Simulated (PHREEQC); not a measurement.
Consider water at 19 °C with 0.37 mol/kgw CuCl2 and 0.00045 mol/kgw MgCl2. Closed to the air; pH follows from the charge balance.

All values are PHREEQC results (ion-association model, phreeqc.dat), not measurements.

This is a speciation only: nothing precipitates in the calculation.

### Question
Order these Cu species by the share of Cu that they hold, largest first: CuCl+, Cu+2, CuCl2.

### Answer
Cu+2 (77 %), CuCl+ (21 %), CuCl2 (2.1 %)

### Question
Order these Cl species by the share of Cl that they hold, largest first: CuCl+, Cl-, CuCl2.

### Answer
Cl- (87 %), CuCl+ (11 %), CuCl2 (2.1 %)

The pH is 4.14 and the ionic strength 0.931 mol/kgw. Ionic strength above about 0.7 mol/kgw puts this run outside the model's range.
